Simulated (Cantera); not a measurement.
Input: 1 mol SiCl4, 8.1 mol O3, 98 mol N2, equilibrated at 1273 K and 1.00 bar.

Cantera equilibrium calculation (NASA polynomials, part measured and part estimated; ideal gas, pure solids and liquids). The tables hold silica as quartz up to 1696 K and as liquid above; real silica turns to tridymite and cristobalite and melts near 1996 K. Equilibrium is a limit: real reactors are often held back by kinetics, nucleation or transport.

| species | before | after |
|---|---|---|
| N2 | 0.881 | 0.882 |
| O2 | 0.100 | 0.100 |
| Cl2 | 0.0173 | 0.0180 |
| Cl | 0.00128 | 2.12e-6 |
| ClO | 1.39e-5 | 7.42e-8 |
| NO | 0.000242 | 2.16e-6 |
| SiO2(β-quartz), mol | 1.00 | 0 |
| SiO2(α-quartz), mol | 0 | 1.00 |
Gas species are given as mole fractions.

### Question
Name the change that produced these shifts.
A. O3 from 8.1 to 0.11 mol
B. pressure from 1.00 bar to 13.0 Pa
C. temperature from 1273 K to 823.15 K
D. temperature from 1273 K to 1548.15 K

### Answer
C, temperature from 1273 K to 823.15 K
